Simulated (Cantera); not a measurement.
# Reactions in the system Cl-Cs-H

Source: NASA polynomial tables (part measured, part estimated), evaluated in Cantera. Values are per mole of reaction as written; species without (g) are pure solids or liquids, kept so even where they would boil at 1 bar.

H₂(g) + 2 CsCl = 2 Cs(g) + 2 HCl(g)

| T (K) | ΔH° (kJ) | ΔS° (J/K) | ΔG° (kJ) | log10 K | condensed phases |
|---|---|---|---|---|---|
| 300 | 854.0 | 391.7 | 736.5 | -128.23 | CsCl(s) |
| 1075 | 773.3 | 284.5 | 467.4 | -22.71 | CsCl(l) |
| 1100 | 771.3 | 282.7 | 460.3 | -21.86 | CsCl(l) |
| 1125 | 769.3 | 280.9 | 453.3 | -21.04 | CsCl(l) |
| 1150 | 767.3 | 279.1 | 446.3 | -20.27 | CsCl(l) |
| 1175 | 765.3 | 277.4 | 439.3 | -19.53 | CsCl(l) |
| 1200 | 763.3 | 275.8 | 432.4 | -18.82 | CsCl(l) |
| 1225 | 761.3 | 274.1 | 425.5 | -18.14 | CsCl(l) |
